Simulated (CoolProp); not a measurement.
Model: reference Helmholtz-energy equation of state, Guder 2009, in CoolProp.

Q: Give the vapour pressure (kPa), enthalpy of vaporisation (kJ/kg), vapour viscosity (µPa s), liquid conductivity (mW/(m K)) of saturated sulfur hexafluoride at 4.15 °C.

A: 
| T (°C) | p (kPa) | enthalpy of vaporisation (kJ/kg) | vapour viscosity (µPa s) | liquid conductivity (mW/(m K)) |
|---|---|---|---|---|
| 4.15 | 1400 | 81.0 | 15.3 | 60.3 |

Viscosity comes from a separate model (Quiñones-Cisneros 2012). Thermal conductivity comes from a separate model (Assael 2012).
